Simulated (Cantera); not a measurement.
Feed: 1 mol Si, 2.7 mol CO₂, 73 mol H₂, at 1052 °C and 0.130 bar.

These are equilibrium values from Cantera (NASA tables, ideal gas, pure condensed phases), not measurements of a reactor. Candidate condensed phases: C, C₆H₆, C₇H₈, C₈H₁₈, H₂O, Si, SiC, SiO₂; 123 gas species. The tables hold silica as quartz up to 1696 K and as liquid above; real silica turns to tridymite and cristobalite and melts near 1996 K. Equilibrium is a limit: real reactors are often held back by kinetics, nucleation or transport.

Base state: H₂ 0.955, CO 0.0355, H₂O 0.00907, CO₂ 0.000181 (mole fractions); condensed: SiO₂(β-quartz).

Task: What changes in the equilibrium state with this change: CO₂ from 2.7 to 2.2 mol?

Result: 
```json
[
 {"species": "H₂", "before": "0.955", "after": "0.968"},
 {"species": "CO", "before": "0.0355", "after": "0.0292"},
 {"species": "H₂O", "before": "0.00907", "after": "0.00263"},
 {"species": "CO₂", "before": "0.000181", "after": "4.25e-5"},
 {"species": "SiO₂(β-quartz), mol", "before": "1.00", "after": "1.000"}
]
```

Task: What changes in the equilibrium state with this change: Si replaced by SiC?

Result: 
```tsv
species	before	after
H₂	0.955	0.955
CO	0.0355	0.0445
CH₄	2.78e-6	0.000795
H₂O	0.00907	3.97e-5
CO₂	0.000181	9.94e-7
SiO₂(β-quartz), mol	1.00	1.000
C(graphite), mol	0	0.242
```
